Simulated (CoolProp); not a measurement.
A single-stage vapour-compression cycle with carbonyl sulfide: evaporating at 211.15 K (dew point), condensing at 232.15 K (bubble point), superheat 0 K, subcooling 5 K, compressor efficiency 0.7, no pressure losses. Each further row changes one setting.

Computed with CoolProp (reference Helmholtz-energy equation of state, Lemmon 2006). It is a short technical equation, of lower accuracy than the large ones.

```tsv
case	cooling COP	pressure ratio	discharge temperature (K)	refrigerating effect (kJ/kg)	volumetric capacity (kJ/m³)
as stated	…	2.69	282.6	298	587
evaporating temperature 216.15 K	9.04	2.08	269.1	…	…
condensing temperature 227.15 K	…	…	266.2	304	599
subcooling 10 K	6.71	2.69	282.6	304	599
superheat 10 K	6.41	2.69	…	304	…
compressor efficiency 0.6	5.64	2.69	…	298	587
```

Task: What belongs in the gaps?

Result: 
- as stated, cooling COP: 6.58
- evaporating temperature 216.15 K, refrigerating effect (kJ/kg): 300
- evaporating temperature 216.15 K, volumetric capacity (kJ/m³): 750
- condensing temperature 227.15 K, cooling COP: 8.81
- condensing temperature 227.15 K, pressure ratio: 2.16
- superheat 10 K, discharge temperature (K): 294.7
- superheat 10 K, volumetric capacity (kJ/m³): 571
- compressor efficiency 0.6, discharge temperature (K): 293.4
